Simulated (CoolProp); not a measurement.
The fluoroketone C6F12O (FK-5-1-12) along the isobar 10.6 MPa: fugacity coefficient from the reference equation and from simpler models built on Tc = 441.8 K, pc = 1.869 MPa, ω = 0.471; each cubic takes its own stable root.

The numbers come from the reference Helmholtz-energy equation of state, McLinden 2015 in CoolProp.

```json
[
 {"T (K)": "335.6", "phase": "liquid", "reference": "0.02981", "van der Waals": "0.1444", "Redlich-Kwong": "0.06240"},
 {"T (K)": "351.6", "phase": "liquid", "reference": "0.04568", "van der Waals": "0.1678", "Redlich-Kwong": "0.08315"},
 {"T (K)": "367.5", "phase": "liquid", "reference": "0.06624", "van der Waals": "0.1921", "Redlich-Kwong": "0.1069"},
 {"T (K)": "383.5", "phase": "liquid", "reference": "0.09200", "van der Waals": "___", "Redlich-Kwong": "0.1337"},
 {"T (K)": "399.4", "phase": "liquid", "reference": "0.1226", "van der Waals": "0.2432", "Redlich-Kwong": "0.1628"},
 {"T (K)": "415.4", "phase": "liquid", "reference": "0.1583", "van der Waals": "0.2696", "Redlich-Kwong": "0.1942"},
 {"T (K)": "431.3", "phase": "liquid", "reference": "0.1980", "van der Waals": "___", "Redlich-Kwong": "0.2271"},
 {"T (K)": "447.3", "phase": "supercritical", "reference": "0.2417", "van der Waals": "___", "Redlich-Kwong": "0.2615"},
 {"T (K)": "463.2", "phase": "supercritical", "reference": "0.2879", "van der Waals": "0.3500", "Redlich-Kwong": "0.2965"}
]
```

Q: Some entries are withheld; supply them.

A: 
- 383.5, van der Waals: 0.2174
- 431.3, van der Waals: 0.2962
- 447.3, van der Waals: 0.3232
